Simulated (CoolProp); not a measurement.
R124 at several states: Z from the reference equation and from simpler models built on Tc = 395.4 K, pc = 3.624 MPa, ω = 0.288; each cubic takes its own stable root.

Values from CoolProp's reference Helmholtz-energy equation of state, de Vries 1995.

```
T (K)  p (MPa)   phase  reference  van der Waals  Soave-Redlich-Kwong
-----  -------  ------  ---------  -------------  -------------------
367.3    0.787     gas        [?]            [?]                  [?]
302.1   0.0525     gas     0.9872         0.9918               0.9883
327.6   0.0103     gas     0.9981         0.9987               0.9982
307.5     1.94  liquid        [?]            [?]                  [?]
```

**Question.** What belongs in the gaps?

**Answer.** 
- 367.3, reference: 0.8951
- 367.3, van der Waals: 0.9171
- 367.3, Soave-Redlich-Kwong: 0.8980
- 307.5, reference: 0.07780
- 307.5, van der Waals: 0.1282
- 307.5, Soave-Redlich-Kwong: 0.08574
